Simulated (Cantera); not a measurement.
Adiabatic ignition

An adiabatic, constant-volume homogeneous reactor starts with 35.3 % H2, 13.6 % O2, 51.1 % N2, equivalence ratio 1.3, at 1198 K and 660 Torr.

Model: the H2/O2 subset of GRI-Mech 3.0, which has no nitrogen chemistry, integrated in Cantera.

| t (s) | T (K) | P (bar) | x H2 | x O2 | x H2O2 | x OH | x HO2 | x H | x O |
|---|---|---|---|---|---|---|---|---|---|
| 7.00e-6 | 1198 | 0.880 | 0.353 | 0.136 | 1.47e-10 | 2.90e-9 | 2.59e-8 | 5.50e-8 | 5.50e-9 |
| 2.42e-5 | 1198 | 0.880 | 0.353 | 0.136 | 1.22e-8 | 5.91e-7 | 1.83e-6 | 1.10e-5 | 1.12e-6 |
| 8.39e-5 | 2724 | 1.83 | 0.104 | 0.00804 | 3.20e-7 | 0.0290 | 5.12e-6 | 0.0474 | 0.00841 |
| 0.000291 | 2958 | 1.95 | 0.102 | 0.00506 | 4.21e-7 | 0.0261 | 4.57e-6 | 0.0319 | 0.00500 |
| 0.00101 | 2958 | 1.95 | 0.102 | 0.00506 | 4.21e-7 | 0.0261 | 4.57e-6 | 0.0319 | 0.00500 |
| 0.00348 | 2958 | 1.95 | 0.102 | 0.00506 | 4.21e-7 | 0.0261 | 4.57e-6 | 0.0319 | 0.00500 |
| 0.0121 | 2958 | 1.95 | 0.102 | 0.00506 | 4.21e-7 | 0.0261 | 4.57e-6 | 0.0319 | 0.00500 |
| 0.0418 | 2958 | 1.95 | 0.102 | 0.00506 | 4.21e-7 | 0.0261 | 4.57e-6 | 0.0319 | 0.00500 |
| 0.145 | 2958 | 1.95 | 0.102 | 0.00506 | 4.21e-7 | 0.0261 | 4.57e-6 | 0.0319 | 0.00500 |
| 0.501 | 2958 | 1.95 | 0.102 | 0.00506 | 4.21e-7 | 0.0261 | 4.57e-6 | 0.0319 | 0.00500 |
| 1.73 | 2958 | 1.95 | 0.102 | 0.00506 | 4.21e-7 | 0.0261 | 4.57e-6 | 0.0319 | 0.00500 |
| 6.00 | 2958 | 1.95 | 0.102 | 0.00506 | 4.21e-7 | 0.0261 | 4.57e-6 | 0.0319 | 0.00500 |
x: mole fraction; the columns are a selection and need not sum to one.

```json
{
 "time_of_steepest_temperature_rise": "52.2 µs",
 "temperature at 6.00 s": "2958 K",
 "equilibrium_temperature": "2958 K",
 "x(H2) at 6.00 s": "0.102 (gas-phase equilibrium 0.102)",
 "x(O2) at 6.00 s": "0.00506 (gas-phase equilibrium 0.00506)",
 "x(H2O2) at 6.00 s": "4.21e-7 (gas-phase equilibrium 4.21e-7)"
}
```
